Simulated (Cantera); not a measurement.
Feed: 1 mol CH₂F₂, 0.9 mol H₂.

Cantera equilibrium calculation (NASA polynomials, part measured and part estimated; ideal gas, pure solids and liquids). Candidate condensed phases: C, C₆H₆, C₇H₈, C₈H₁₈; 95 gas species. Rates play no part.

Stable condensed phases, one row left out:

```
T in K \ P in Pa
              1    3.6     13     46    170    600   2200   7700  28000 100000
   2998       A      A      A      A      A      B      B      B      B      B
   2898       A      A      A      A      B      B      B      B      B      B
   2798       A      A      A      A      B      B      B      B      B      B
   2698       A      A      A      B      B      B      B      B      B      B
   2498       B      B      B      B      B      B      B      B      B      B
   2398       B      B      B      B      B      B      B      B      B      B
   2298       B      B      B      B      B      B      B      B      B      B
   2198       B      B      B      B      B      B      B      B      B      B
```

A: gas only; B: C.

Q: Give the row for 2598 K.

A: 1: gas only; 3.6: C; 13: C; 46: C; 170: C; 600: C; 2200: C; 7700: C; 28000: C; 100000: C.
